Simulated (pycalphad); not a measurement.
An equivalent pycalphad script:

```python
from pycalphad import Database, equilibrium, calculate, variables as v
import numpy as np
db = Database('COST507.tdb')
comps = ['TI', 'C', 'VA']
phases = ['BCC_A2', 'FCC_A1', 'GRAPHITE', 'HCP_A3', 'LIQUID']
eq = equilibrium(db, comps, phases, {v.X('C'): 0.1867, v.T: np.arange(3300, 499, -50), v.P: 101325, v.N: 1}, output=['HM', 'SM'])
```

Computed with pycalphad from the COST 507 light-alloy database (1999), at 1 atm. The database dates from 1999; later assessments differ in places, in temperatures and in the compounds included. Amounts are mole fractions of atoms. Diffusion is slow at the low end, where real alloys seldom reach equilibrium.

Results at three of the temperatures:

```
T = 3250.00 K, P = 101325 Pa, N = 1 mol of atoms
G = -281327 J/mol, H = 108210 J/mol, S = 119.86 J/(mol K)  (SER reference)
chemical potentials (J/mol): Ti -280221, C -286145
phase             fraction      x(Ti)       x(C)
LIQUID              1.0000     0.8133     0.1867
```

```
T = 3150.00 K, P = 101325 Pa, N = 1 mol of atoms
G = -269408 J/mol, H = 103944 J/mol, S = 118.52 J/(mol K)  (SER reference)
chemical potentials (J/mol): Ti -267884, C -276045
phase             fraction      x(Ti)       x(C)
LIQUID              1.0000     0.8133     0.1867
```

```
T = 700.00 K, P = 101325 Pa, N = 1 mol of atoms
G = -64639 J/mol, H = -32217 J/mol, S = 46.32 J/(mol K)  (SER reference)
chemical potentials (J/mol): Ti -26765, C -229628
phase             fraction      x(Ti)       x(C)
FCC_A1              0.5126     0.6370     0.3630
HCP_A3              0.4874     0.9988     0.0012
```

Changes of the phase set, refined by bisection:

```json
[
 {"T (°C)": "2596.7", "phases above": "LIQUID", "phases below": "FCC_A1 + LIQUID"},
 {"T (°C)": "1649 ± 3", "phases above": "FCC_A1 + LIQUID", "phases below": "BCC_A2 + FCC_A1"},
 {"T (°C)": "916.7", "phases above": "BCC_A2 + FCC_A1", "phases below": "FCC_A1 + HCP_A3"}
]
```

FCC_A1 is fcc; BCC_A2 is bcc; HCP_A3 is hcp. The fcc model also describes the rock-salt carbide or nitride (TiC, TiN, HfC).
